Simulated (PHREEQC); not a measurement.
Silver or lead bath (model solution)

Consider water at 25 °C with 0.00072 mol Ag2SO4 and 0.0053 mol HNO3 per kg of water. Closed to the air; pH follows from the charge balance.

Model: ion-association model, wateq4f.dat, run in PHREEQC.

This is a speciation only: nothing precipitates in the calculation.

Q: Estimate the pH.

A: pH 2.33.

Q: In which forms is S present?

A: SO4-2 73 %, HSO4- 26 %, AgSO4- 1.4 % of the S.
